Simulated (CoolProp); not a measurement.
Values from CoolProp's reference Helmholtz-energy equation of state, Fiedler 2023.

For tetrahydrofuran, give the phase and the density (kg/m³), cp (kJ/(kg K)), isothermal compressibility (1/MPa), fugacity coefficient at 299.5 K and 65.7 kPa.


- 299.5 K and 65.7 kPa: liquid; density 880, cp 1.73, isothermal compressibility 0.00101, fugacity coefficient 0.347
